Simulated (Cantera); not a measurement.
Mixture: H₂ : O₂ : N₂ : H₂O = 1 : 0.455 : 1.71 : 0.075 (molar parts), equivalence ratio 1.1, at 100000 Pa, adiabatic and at constant pressure. Ignition delay is the time to a rise of 400 K.

Model: the H2/O2 subset of GRI-Mech 3.0, which has no nitrogen chemistry, integrated in Cantera. Where the delays flatten at high temperature, the 400 K rule measures the pace of heat release, not the induction time.

### Question
What does this change do: pressure from 100000 Pa to 130000 Pa?

### Answer
```json
[
 {"quantity": "delay at 1175 K", "before": "57.2 µs", "after": "45.6 µs"},
 {"quantity": "delay at 1325 K", "before": "28.5 µs", "after": "21.5 µs"},
 {"quantity": "delay at 1475 K", "before": "19.3 µs", "after": "13.9 µs"},
 {"quantity": "delay at 1625 K", "before": "16.2 µs", "after": "11.2 µs"},
 {"quantity": "delay at 1775 K", "before": "16.1 µs", "after": "10.6 µs"}
]
```

### Question
What does this change do: H2 1 to 2.1 parts?

### Answer
```
quantity          before    after
---------------  -------  -------
delay at 1175 K  57.2 µs  66.3 µs
delay at 1325 K  28.5 µs  32.6 µs
delay at 1475 K  19.3 µs  22.0 µs
delay at 1625 K  16.2 µs  18.7 µs
delay at 1775 K  16.1 µs  18.6 µs
```

### Question
What does this change do: O2 0.455 to 0.23 parts?

### Answer
```json
[
 {"quantity": "delay at 1175 K", "before": "57.2 µs", "after": "98.1 µs"},
 {"quantity": "delay at 1325 K", "before": "28.5 µs", "after": "52.8 µs"},
 {"quantity": "delay at 1475 K", "before": "19.3 µs", "after": "40.4 µs"},
 {"quantity": "delay at 1625 K", "before": "16.2 µs", "after": "38.6 µs"},
 {"quantity": "delay at 1775 K", "before": "16.1 µs", "after": "42.0 µs"}
]
```
